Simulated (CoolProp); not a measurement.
Chloromethane (R40) along the isotherm 183.75 °C: density (kg/m³) from the reference equation and from simpler models built on Tc = 145.5 °C, pc = 69.29 bar, ω = 0.150; each cubic takes its own stable root.

Computed with CoolProp (reference Helmholtz-energy equation of state, Thol 2014).

| p (bar) | phase | reference | ideal gas | van der Waals | Peng-Robinson |
|---|---|---|---|---|---|
| 0.329 | gas | 0.4378 | 0.4372 | 0.4377 | 0.4379 |
| 0.496 | gas | 0.6605 | 0.6592 | 0.6603 | 0.6606 |
| 0.748 | gas | 0.9971 | 0.9941 | 0.9967 | 0.9972 |
| 1.13 | gas | 1.509 | 1.502 | 1.508 | 1.509 |
| 1.7 | gas | 2.275 | 2.259 | 2.273 | 2.276 |
| 2.57 | gas | 3.451 | 3.416 | 3.446 | 3.453 |
| 3.87 | gas | 5.224 | 5.143 | 5.214 | 5.229 |
| 5.84 | gas | 7.947 | 7.761 | 7.924 | 7.959 |
| 8.82 | gas | 12.15 | 11.72 | 12.10 | 12.18 |
| 13.3 | gas | 18.69 | 17.68 | [?] | 18.75 |
| 20.1 | gas | [?] | 26.71 | [?] | 29.27 |
| 30.3 | gas | [?] | 40.27 | 45.50 | 46.51 |
| 45.7 | gas | 75.95 | [?] | 74.46 | 76.73 |
| 68.9 | gas | 135.5 | 91.57 | 133.6 | 137.0 |
| 104 | supercritical | 307.8 | 138.2 | 321.6 | 297.2 |

Q: Fill in the missing entries.

A: 
- 13.3, van der Waals: 18.56
- 20.1, reference: 29.13
- 20.1, van der Waals: 28.84
- 30.3, reference: 46.17
- 45.7, ideal gas: 60.74
